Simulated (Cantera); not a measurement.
# Equilibrium for abatement and gas-phase synthesis: SO2 + O2

Charge: 1 mol SO2, 0.017 mol O2, held at 1402 °C and 0.00760 bar.

These are equilibrium values from Cantera (NASA tables, ideal gas, pure condensed phases), not measurements of a reactor. Candidate condensed phases: S; 10 gas species. Equilibrium is a limit: real reactors are often held back by kinetics, nucleation or transport.

```json
{
  "x(SO2)": "0.983",
  "x(O2)": "0.0168",
  "x(SO)": "0.000383",
  "x(SO3)": "0.000187",
  "x(O)": "5.08e-5",
  "gas_amount": "1.017 mol",
  "log10 activity of S(l) (absent)": "-7.07"
}
```
